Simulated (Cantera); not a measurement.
A closed system holds: 1 mol HgO, a varied amount of N2, at 623 K and 0.128 Torr.

Cantera equilibrium calculation (NASA polynomials, part measured and part estimated; ideal gas, pure solids and liquids). Candidate condensed phases: Hg, HgO; 10 gas species. Kinetics and transport are ignored.

### Question
At 13 mol N2, list the 3 most abundant gas species with their mole fractions, and the condensed phases.

### Answer
N2 0.897, Hg 0.0690, O2 0.0345. Condensed: gas only.
